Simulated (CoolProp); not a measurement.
Fluorine along the isobar 2.55 MPa: density (kg/m³) from the reference equation and from simpler models built on Tc = 144.4 K, pc = 5.240 MPa, ω = 0.045; each cubic takes its own stable root.

Values from CoolProp's reference Helmholtz-energy equation of state, de Reuck 1990.

| T (K) | phase | reference | van der Waals | Redlich-Kwong |
|---|---|---|---|---|
| 83.7 | liquid | 1517 | 1046 | 1536 |
| 107.7 | liquid | 1335 | 918.5 | 1317 |
| 131.8 | gas | 121.7 | 113.9 | 120.9 |
| 155.8 | gas | 87.06 | 86.38 | 87.43 |
| 179.8 | gas | 70.78 | 71.12 | 71.12 |
| 203.9 | gas | 60.40 | 60.91 | 60.65 |
| 227.9 | gas | 53.02 | 53.50 | 53.19 |
| 251.9 | gas | 47.39 | 47.81 | 47.52 |
| 276 | gas | 42.90 | 43.26 | 43.00 |
| 300 | gas | 39.24 | 39.54 | 39.32 |
